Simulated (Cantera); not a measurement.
An isothermal, constant-pressure homogeneous reactor starts with CH4 : N2 = 1 : 6.4 (molar parts), at 1750 K and 0.132 atm. Integrator tolerance rtol = 1e-08.

Detailed kinetics in Cantera: GRI-Mech 3.0 (53 species, 325 reactions). GRI-Mech 3.0 stops at C3 and has no aromatics, soot or wall deposition, so with more carbon than oxygen in the feed, carbon stays in small species such as C2H2 where larger ones or solid carbon would form.

### Question
What does this change do: 0.015 parts H2O added?

### Answer
```json
[
 {"quantity": "x(CH4) at 2.00 s", "before": "0.000453 (gas-phase equilibrium 0.000125)", "after": "0.000674 (gas-phase equilibrium 0.000126)"},
 {"quantity": "x(CH3) at 2.00 s", "before": "1.39e-5 (gas-phase equilibrium 3.85e-6)", "after": "2.06e-5 (gas-phase equilibrium 3.85e-6)"},
 {"quantity": "x(H2) at 2.00 s", "before": "0.178 (gas-phase equilibrium 0.178)", "after": "0.179 (gas-phase equilibrium 0.180)"},
 {"quantity": "x(CH2) at 2.00 s", "before": "2.27e-8 (gas-phase equilibrium 6.32e-9)", "after": "3.40e-8 (gas-phase equilibrium 6.28e-9)"},
 {"quantity": "x(C2H2) at 2.00 s", "before": "0.0593 (gas-phase equilibrium 0.0219)", "after": "0.0582 (gas-phase equilibrium 0.0213)"}
]
```
